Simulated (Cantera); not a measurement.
Mixture: 7.73 % CH₄, 0.302 % C₂H₆, 0.387 % C₃H₈, 19.3 % O₂, 72.3 % N₂, equivalence ratio 0.96, at 11.8 atm, adiabatic and at constant volume. Ignition delay is the time to a rise of 400 K.

Computed with Cantera and GRI-Mech 3.0 (53 species, 325 reactions). The pressure lies above the range GRI-Mech 3.0 was tuned for (to about 10 atm).

Q: Predict: delay at 1175 K; delay at 1275 K; delay at 1375 K; delay at 1475 K; delay at 1575 K; apparent activation energy between 1475 and 1575 K.

A: 
```
Quantity                                                Result
--------------------------------------------------  ----------
delay at 1175 K                                        2.00 ms
delay at 1275 K                                       0.569 ms
delay at 1375 K                                       0.171 ms
delay at 1475 K                                        57.6 µs
delay at 1575 K                                        22.4 µs
apparent activation energy between 1475 and 1575 K  180 kJ/mol
```
